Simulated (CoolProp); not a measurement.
Computed with CoolProp (reference Helmholtz-energy equation of state, Schmidt 1985).

For oxygen, give the phase and the Joule-Thomson coefficient (K/MPa), viscosity (µPa s), conductivity (mW/(m K)) at -80.75 °C and 0.0798 bar; -80.75 °C and 0.336 bar; -80.75 °C and 1.42 bar.


- -80.75 °C and 0.0798 bar: gas; Joule-Thomson coefficient 5.90, viscosity 14.2, conductivity 17.5
- -80.75 °C and 0.336 bar: gas; Joule-Thomson coefficient 5.90, viscosity 14.2, conductivity 17.5
- -80.75 °C and 1.42 bar: gas; Joule-Thomson coefficient 5.89, viscosity 14.2, conductivity 17.6

Viscosity comes from a separate model (Lemmon 2004). Thermal conductivity comes from a separate model (Lemmon 2004).
